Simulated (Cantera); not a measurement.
An adiabatic, constant-pressure homogeneous reactor starts with C₃H₈ : O₂ : N₂ = 1 : 3.85 : 14.5 (molar parts), equivalence ratio 1.3, at 1425 K and 10.0 bar. Integrator tolerance rtol = 1e-08.

Model: GRI-Mech 3.0 (53 species, 325 reactions), integrated in Cantera. GRI-Mech 3.0 was tuned for natural gas; its chemistry of propane as a main component is partial and can be far from experiment.

### Question
What does this change do: C3H8 1 to 1.8 parts?

### Answer
| quantity | before | after |
|---|---|---|
| time of steepest temperature rise | 50.4 µs | 52.0 µs |
| temperature at 3.00 s | 2899 K | 2382 K |
| equilibrium temperature | 2899 K | 2382 K |
| x(C₃H₈) at 3.00 s | <1e-12 (gas-phase equilibrium <1e-12) | <1e-12 (gas-phase equilibrium <1e-12) |
| x(O₂) at 3.00 s | 0.00208 (gas-phase equilibrium 0.00208) | 1.54e-7 (gas-phase equilibrium 1.54e-7) |
| x(CH₂) at 3.00 s | 1.91e-12 (gas-phase equilibrium 2.04e-12) | 3.13e-11 (gas-phase equilibrium 3.49e-11) |
| x(H₂) at 3.00 s | 0.0317 (gas-phase equilibrium 0.0317) | 0.192 (gas-phase equilibrium 0.192) |
| x(CH₄) at 3.00 s | 1.41e-12 (gas-phase equilibrium 1.67e-12) | 9.69e-9 (gas-phase equilibrium 1.09e-8) |
| x(OH) at 3.00 s | 0.00903 (gas-phase equilibrium 0.00903) | 0.000138 (gas-phase equilibrium 0.000138) |
| x(CH₂O) at 3.00 s | 1.08e-8 (gas-phase equilibrium 1.08e-8) | 1.44e-7 (gas-phase equilibrium 1.44e-7) |

### Question
What does this change do: pressure from 10.0 bar to 0.240 bar?

### Answer
| quantity | before | after |
|---|---|---|
| time of steepest temperature rise | 50.4 µs | 0.438 ms |
| temperature at 3.00 s | 2899 K | 2653 K |
| equilibrium temperature | 2899 K | 2653 K |
| x(C₃H₈) at 3.00 s | <1e-12 (gas-phase equilibrium <1e-12) | <1e-12 (gas-phase equilibrium <1e-12) |
| x(O₂) at 3.00 s | 0.00208 (gas-phase equilibrium 0.00208) | 0.00702 (gas-phase equilibrium 0.00702) |
| x(CH₂) at 3.00 s | 1.91e-12 (gas-phase equilibrium 2.04e-12) | <1e-12 (gas-phase equilibrium <1e-12) |
| x(H₂) at 3.00 s | 0.0317 (gas-phase equilibrium 0.0317) | 0.0370 (gas-phase equilibrium 0.0370) |
| x(CH₄) at 3.00 s | 1.41e-12 (gas-phase equilibrium 1.67e-12) | <1e-12 (gas-phase equilibrium <1e-12) |
| x(OH) at 3.00 s | 0.00903 (gas-phase equilibrium 0.00903) | 0.0156 (gas-phase equilibrium 0.0156) |
| x(CH₂O) at 3.00 s | 1.08e-8 (gas-phase equilibrium 1.08e-8) | 3.17e-10 (gas-phase equilibrium 3.17e-10) |
